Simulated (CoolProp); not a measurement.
Vapour-liquid equilibrium of acetone (1) + ethanol (2) at 265.6 K; x and y are mole fractions of (1).

The numbers come from the multi-fluid Helmholtz-energy mixture model, Lemmon 2006 and Schroeder 2014; pair parameters Bell 2016 in CoolProp.

```tsv
x	bubble pressure (MPa)	y at the bubble point	dew pressure at overall composition x (MPa)	liquid density (mol/L)
0.05	(withheld)	0.438	0.0009713	(withheld)
0.125	0.002348	0.650	0.001049	17.10
0.2	0.002952	0.739	(withheld)	16.79
0.275	0.003427	0.790	0.001247	16.50
0.35	0.003810	0.823	(withheld)	16.21
0.425	0.004131	0.848	0.001538	15.93
0.5	0.004412	0.868	0.001739	15.66
0.575	0.004668	0.886	(withheld)	15.40
0.65	0.004915	0.903	0.002350	15.15
0.725	(withheld)	0.920	0.002836	14.92
0.8	0.005413	0.939	0.003538	(withheld)
0.875	0.005677	0.960	(withheld)	14.47
0.95	0.005955	0.983	0.005557	14.26
```

**Question.** Complete the blanks.

**Answer.** 
- 0.05, bubble pressure (MPa): 0.001570
- 0.05, liquid density (mol/L): 17.42
- 0.2, dew pressure at overall composition x (MPa): 0.001140
- 0.35, dew pressure at overall composition x (MPa): 0.001378
- 0.575, dew pressure at overall composition x (MPa): 0.002000
- 0.725, bubble pressure (MPa): 0.005160
- 0.8, liquid density (mol/L): 14.69
- 0.875, dew pressure at overall composition x (MPa): 0.004515

No azeotrope shows between x = 0.05 and 0.95.

Pair parameters are fitted to limited data, so mixtures are less certain than the pure fluids.
